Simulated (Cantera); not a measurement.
Cantera run:

```python
import numpy as np
import cantera as ct

gas_names = [...]  # 76 gases of nasa_gas.yaml made of C, H
cond_names = """
    C(gr) C6H6(L) C7H8(L) C8H18(L),n-octa
""".split()


# ... load() reads the species with a 1 bar reference pressure and builds the phases ...
atoms = {
    'n-butane': {'C': 4, 'H': 10},
    'H2': {'H': 2},
}
top_T = {'C(gr)': 4500}  # K; cautious upper limits of use, not melting points


# ... equilibrate(T, P, feed) seeds the gas with the atoms and calls Mixture.equilibrate('TP', solver="vcs", rtol=1e-11, max_steps=5000) ...
results = []
feed = {'n-butane': 1, 'H2': 0.73}  # mol
T = 2550  # K
P = 10000  # Pa
mix = equilibrate(T, P, feed)
results.append((T, P, feed, dict(zip(mix.species_names, mix.species_moles))))
print(gas.report(threshold=1e-05))
for i in range(1, mix.n_phases):
    print(f"{mix.phase(i).name:16s} {mix.phase_moles(i):12.5e} mol")
```

It prints:

```
       temperature   2550 K
          pressure   10000 Pa
           density   0.0010444 kg/m^3
  mean mol. weight   2.2144 kg/kmol
   phase of matter   gas

                          1 kg             1 kmol
                     ---------------   ---------------
          enthalpy        4.2515e+07        9.4146e+07  J
   internal energy         3.294e+07        7.2944e+07  J
           entropy             98211        2.1748e+05  J/K
    Gibbs function       -2.0792e+08       -4.6043e+08  J
 heat capacity c_p             15833             35060  J/K
 heat capacity c_v             12078             26746  J/K

                      mass frac. Y      mole frac. X     chem. pot. / RT
                     ---------------   ---------------   ---------------
               CH3        0.00013962        2.0564e-05           -37.353
               CH4         8.037e-05        1.1093e-05           -48.701
               C2H         0.0011173        9.8846e-05           -17.966
    C2H2,acetylene           0.13989          0.011897           -29.314
   C2H2,vinylidene        0.00012868        1.0944e-05           -29.314
                C3        0.00017333        1.0652e-05           -9.9275
              C4H2         0.0014797        6.5456e-05           -35.932
                 H          0.042467          0.093294           -11.348
                H2           0.81442           0.89458           -22.696
     [  +67 minor]        0.00010793        1.2382e-05

C(gr)             3.85360e+00 mol
```

These are equilibrium values from Cantera (NASA tables, ideal gas, pure condensed phases), not measurements of a reactor.
